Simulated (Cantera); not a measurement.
An isothermal plug-flow reactor at 773 K and 69000 Pa (inlet), inlet velocity 0.072 m/s, active area per volume 380 1/m; feed 0.646 % CH4, 1.24 % O2, 98.1 % N2, equivalence ratio 1.0.

Detailed kinetics in Cantera: Deutschmann's 1995 Pt surface mechanism with GRI-Mech 3.0 gas chemistry. Catalytic surfaces can have several steady states; this one follows from the mechanism file's or the stated starting coverage. Mass transfer to the wall is taken as infinitely fast.

Question: Predict: x(CH4) at z = 0.0031 m; x(O2) at z = 0.0031 m; x(H2O) at z = 0.0031 m; x(CO2) at z = 0.0031 m; x(CO) at z = 0.0031 m; θ(free Pt) at the exit; θ(O*) at the exit.

Answer: x(CH4) at z = 0.0031 m: 0.00583
x(O2) at z = 0.0031 m: 0.0112
x(H2O) at z = 0.0031 m: 0.00125
x(CO2) at z = 0.0031 m: 0.000623
x(CO) at z = 0.0031 m: 9.20e-7
θ(free Pt) at the exit: 0.0745
θ(O*) at the exit: 0.924
